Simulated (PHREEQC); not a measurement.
**Copper plating or etch bath**

Solution (25 °C): 0.015 mol/kgw Cu(BF4)2, 0.019 mol/kgw HBF4 and 8.8e-05 mol/kgw H3BO3. Closed to the air; pH follows from the charge balance.

Model: ion-association model, phreeqc.dat, run in PHREEQC.

Precipitation was switched off in this run.

Estimate the pH, ionic strength.

pH 1.82; ionic strength 0.0626 mol/kgw.

In which forms is B present?

BF4- 92 %, H3BO3 4.0 %, BF3OH- 3.6 %, BF2(OH)2- 0.5 % of the B.

Real BF4- forms and hydrolyses slowly; the run takes it at equilibrium.
